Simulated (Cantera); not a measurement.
Charge: 1 mol B2O3, 150 mol H2, 5.2 mol N2, 1.9 mol NH3, held at 2298 K and 0.470 bar.

Cantera equilibrium calculation (NASA polynomials, part measured and part estimated; ideal gas, pure solids and liquids). Candidate condensed phases: B, BN, B2O3, B3O3H3, H2O; 39 gas species. Kinetics and transport are ignored.

Base state: H2 0.933, N2 0.0382, H 0.0135, HBO 0.00806, H2O 0.00365, HBO2 0.00231, BO 0.00131, B2O3 0.000231 (mole fractions); condensed: gas only.

Task: What changes in the equilibrium state with this change: B2O3 replaced by borazine?

Result: 
```csv
species,before,after
H2,0.933,0.947
N2,0.0382,0.0383
H,0.0135,0.0136
HBO,0.00806,0
H2O,0.00365,0
BH2,3.25e-6,0.00109
HBO2,0.00231,0
BO,0.00131,0
B2O3,0.000231,0
"BN(s), mol",0,2.81
```
The feed counts by its element totals alone. The tables' values for BH2 are old estimates; treat these amounts as uncertain. Gases not in the tables: B2H6 and higher boranes.
